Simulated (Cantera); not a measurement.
Mixture: 9.21 % CH4, 18.4 % O2, 69.2 % N2, 3.13 % H2, equivalence ratio 1.1, at 7500 Torr, adiabatic and at constant volume. Ignition delay is the time to a rise of 400 K.

Model: GRI-Mech 3.0 (53 species, 325 reactions), integrated in Cantera.

### Question
Predict: delay at 1225 K; delay at 1425 K; delay at 1625 K; delay at 1825 K; delay at 2025 K; apparent activation energy between 1825 and 2025 K.

### Answer
```json
{
  "delay at 1225 K": "0.381 ms",
  "delay at 1425 K": "85.4 µs",
  "delay at 1625 K": "22.8 µs",
  "delay at 1825 K": "7.21 µs",
  "delay at 2025 K": "2.75 µs",
  "apparent activation energy between 1825 and 2025 K": "150 kJ/mol"
}
```
